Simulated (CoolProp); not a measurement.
Octamethylcyclotetrasiloxane (D4) along the isobar 6.54 bar: fugacity coefficient from the reference equation and from simpler models built on Tc = 313.4 °C, pc = 13.47 bar, ω = 0.598; each cubic takes its own stable root.

The numbers come from the reference Helmholtz-energy equation of state, Thol 2015 in CoolProp.

```json
[
 {"T (°C)": "38.95", "phase": "liquid", "reference": "0.0005920", "Redlich-Kwong": "0.01153", "Soave-Redlich-Kwong": "0.0006584"},
 {"T (°C)": "55.15", "phase": "liquid", "reference": "0.001607", "Redlich-Kwong": "0.02108", "Soave-Redlich-Kwong": "0.001725"},
 {"T (°C)": "71.35", "phase": "liquid", "reference": "0.003858", "Redlich-Kwong": "0.03580", "Soave-Redlich-Kwong": "0.004037"},
 {"T (°C)": "87.55", "phase": "liquid", "reference": "0.008340", "Redlich-Kwong": "0.05710", "Soave-Redlich-Kwong": "0.008582"},
 {"T (°C)": "103.75", "phase": "liquid", "reference": "[?]", "Redlich-Kwong": "0.08636", "Soave-Redlich-Kwong": "[?]"},
 {"T (°C)": "119.95", "phase": "liquid", "reference": "[?]", "Redlich-Kwong": "0.1248", "Soave-Redlich-Kwong": "0.03055"},
 {"T (°C)": "136.15", "phase": "liquid", "reference": "0.05161", "Redlich-Kwong": "0.1733", "Soave-Redlich-Kwong": "0.05218"},
 {"T (°C)": "152.35", "phase": "liquid", "reference": "0.08334", "Redlich-Kwong": "0.2325", "Soave-Redlich-Kwong": "[?]"},
 {"T (°C)": "168.55", "phase": "liquid", "reference": "0.1279", "Redlich-Kwong": "0.3025", "Soave-Redlich-Kwong": "0.1296"},
 {"T (°C)": "184.75", "phase": "liquid", "reference": "0.1876", "Redlich-Kwong": "0.3833", "Soave-Redlich-Kwong": "0.1908"},
 {"T (°C)": "200.95", "phase": "liquid", "reference": "0.2643", "Redlich-Kwong": "0.4742", "Soave-Redlich-Kwong": "[?]"},
 {"T (°C)": "217.15", "phase": "liquid", "reference": "0.3595", "Redlich-Kwong": "0.5740", "Soave-Redlich-Kwong": "0.3681"},
 {"T (°C)": "233.35", "phase": "liquid", "reference": "0.4735", "Redlich-Kwong": "0.6812", "Soave-Redlich-Kwong": "0.4858"},
 {"T (°C)": "249.55", "phase": "liquid", "reference": "0.6056", "Redlich-Kwong": "0.7740", "Soave-Redlich-Kwong": "0.6218"},
 {"T (°C)": "265.75", "phase": "liquid", "reference": "0.7538", "Redlich-Kwong": "0.7935", "Soave-Redlich-Kwong": "0.7727"},
 {"T (°C)": "281.95", "phase": "gas", "reference": "0.7925", "Redlich-Kwong": "0.8107", "Soave-Redlich-Kwong": "0.7994"}
]
```

Q: Some entries are withheld; supply them.

A: 
- 103.75, reference: 0.01648
- 103.75, Soave-Redlich-Kwong: 0.01679
- 119.95, reference: 0.03016
- 152.35, Soave-Redlich-Kwong: 0.08431
- 200.95, Soave-Redlich-Kwong: 0.2698

At some of these states Redlich-Kwong gives the other phase, because its saturation line lies elsewhere.
